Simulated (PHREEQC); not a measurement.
Solution (25 °C): 0.29 mol SrCl2 per kg of water. Closed to the air; pH follows from the charge balance.

Equilibrium calculation in PHREEQC: ion-association model, phreeqc.dat.

Each row changes one thing in this solution. Precipitation was switched off in this run.

| case | pH | ionic strength (mol/kgw) |
|---|---|---|
| as made | 6.89 | 0.870 |
| 0.023 mol/kgw Sr(OH)2 added | 12.31 | 0.916 |
| diluted 5-fold with water | 6.95 | 0.174 |
| SrCl2 replaced by ZnCl2 at the same molality | 4.76 | 0.713 |
| diluted 10-fold with water | 6.97 | 0.0870 |

The ionic strength passes 0.7 mol/kgw, the rough limit of the ion-association models, in as made; 0.023 mol/kgw Sr(OH)2 added; SrCl2 replaced by ZnCl2 at the same molality. Complexes and solids missing from the database can't appear.
